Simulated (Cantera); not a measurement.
A Cantera script and what it prints.

```python
import numpy as np
import cantera as ct

gas_names = [...]  # 118 gases of nasa_gas.yaml made of C, Cl, F, H
cond_names = """
    C(gr) C6H6(L) C7H8(L) C8H18(L),n-octa
""".split()


# ... load() reads the species with a 1 bar reference pressure and builds the phases ...
atoms = {
    'CF4': {'C': 1, 'F': 4},
    'HCl': {'H': 1, 'CL': 1},
    'H2': {'H': 2},
}
top_T = {'C(gr)': 4500}  # K; cautious upper limits of use, not melting points


# ... equilibrate(T, P, feed) seeds the gas with the atoms and calls Mixture.equilibrate('TP', solver="vcs", rtol=1e-11, max_steps=5000) ...
results = []
feed = {'CF4': 1, 'HCl': 0.08, 'H2': 8}  # mol
P = 7.5  # Pa
for T in [2223, 2273, 2323, 2373, 2423, 2473, 2523, 2573]:
    mix = equilibrate(T, P, feed)
    results.append((T, P, feed, dict(zip(mix.species_names, mix.species_moles))))

top = {s: max(r[3][s] / sum(r[3][g] for g in gas_names) for r in results) for s in gas_names}
cols = sorted((s for s in top if top[s] > 1e-06), key=lambda s: -top[s])[:9]
seen = [c for c in cond_names if any(r[3].get(c, 0) > 1e-12 for r in results)]
print("log10 of partial pressures in bar; condensed amounts in mol")
print(f"{'T/K':>10s}" + "".join(f"{s[:9]:>10s}" for s in cols + seen))
for T, P, feed, n in results:
    ng = sum(n[g] for g in gas_names)
    print(f"{T:10.4g}" + "".join(f"{np.log10(max(n[s] / ng * P / 1e5, 1e-99)):10.3f}" for s in cols)
          + "".join(f"{n.get(c, 0):10.4g}" for c in seen))
```

Result:

```
log10 of partial pressures in bar; condensed amounts in mol
       T/K         H        HF        H2        C3         F         C        CL       HCL        C2     C(gr)
      2223    -4.531    -4.623    -4.675    -8.417    -7.511    -8.640    -6.620    -6.625    -9.474    0.9758
      2273    -4.460    -4.643    -4.769    -7.996    -7.296    -8.270    -6.566    -6.734    -9.050    0.9688
      2323    -4.404    -4.663    -4.881    -7.594    -7.080    -7.917    -6.525    -6.859    -8.644    0.9559
      2373    -4.360    -4.681    -5.010    -7.209    -6.863    -7.578    -6.496    -7.000    -8.255    0.9282
      2423    -4.328    -4.699    -5.153    -6.841    -6.644    -7.253    -6.476    -7.153    -7.883    0.8662
      2473    -4.305    -4.716    -5.307    -6.488    -6.426    -6.942    -6.464    -7.316    -7.526    0.7293
      2523    -4.291    -4.736    -5.471    -6.150    -6.211    -6.643    -6.459    -7.486    -7.183    0.4334
      2573    -4.284    -4.759    -5.639    -5.907    -6.003    -6.383    -6.459    -7.662    -6.909         0
```

These are equilibrium values from Cantera (NASA tables, ideal gas, pure condensed phases), not measurements of a reactor.
